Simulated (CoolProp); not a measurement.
Carbon dioxide along the isotherm 314.7 K: fugacity coefficient from the reference equation and from simpler models built on Tc = 304.1 K, pc = 7.377 MPa, ω = 0.224; each cubic takes its own stable root.

The numbers come from the reference Helmholtz-energy equation of state, Span 1996 in CoolProp.

```tsv
p (MPa)	phase	reference	van der Waals	Redlich-Kwong	Soave-Redlich-Kwong	Peng-Robinson
1.11	gas	0.9543	0.9590	0.9540	0.9547	0.9494
2.21	gas	0.9098	0.9187	0.9092	0.9105	0.9006
3.32	gas	0.8654	0.8780	0.8646	0.8666	0.8527
4.43	gas	0.8214	0.8373	0.8206	0.8233	0.8059
5.53	gas	0.7780	0.7965	0.7772	0.7807	0.7604
6.64	gas	0.7341	0.7544	0.7333	0.7376	0.7151
7.75	supercritical	0.6894	0.7100	0.6884	0.6939	0.6698
8.85	supercritical	0.6426	0.6595	0.6409	0.6487	0.6238
9.96	supercritical	0.5930	0.6110	0.5929	0.6022	0.5774
11.1	supercritical	0.5485	0.5699	0.5509	0.5605	0.5358
```
